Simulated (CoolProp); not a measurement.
Vapour-liquid equilibrium of ethylene (1) + 1-butene (2) at 28.3 kPa; x and y are mole fractions of (1).

Values from CoolProp's multi-fluid Helmholtz-energy mixture model, Smukala 2000 and Lemmon 2005; pair parameters Bell 2016.

**Question.** Give the bubble temperature and the first vapour's composition at x = 0.2, 0.5, 0.875. Is there an azeotrope?

**Answer.** x = 0.2: -99.1 °C, y = 0.992; x = 0.5: -113.6 °C, y = 0.999; x = 0.875: -121.0 °C, y = 1.000. No azeotrope shows between x = 0.05 and 0.95.

Pair parameters are fitted to limited data, so mixtures are less certain than the pure fluids.
